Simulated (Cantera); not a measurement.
Cantera with NASA thermochemical tables; ideal gases at 1 bar, condensed phases pure. Values are per mole of reaction as written; species without (g) are pure solids or liquids, kept so even where they would boil at 1 bar.

Problem. Between 300 and 2648 K, where is each reaction favourable under standard conditions?
- Ti4O7 + 2 OH(g) → H2O(g) + 4 TiO2
- Ti3O5 + H2O2(g) → H2O(g) + 3 TiO2

Solution. 
- Ti4O7 + 2 OH(g) → H2O(g) + 4 TiO2: ΔG° is -642 kJ at 300 K and -161 kJ at 2648 K; it stays negative (K > 1). ΔH° is -684 kJ and ΔS° -198 J/K at 2648 K.
- Ti3O5 + H2O2(g) → H2O(g) + 3 TiO2: ΔG° is -473 kJ at 300 K and -331 kJ at 2648 K; it stays negative (K > 1). ΔH° is -490 kJ and ΔS° -60 J/K at 2648 K.
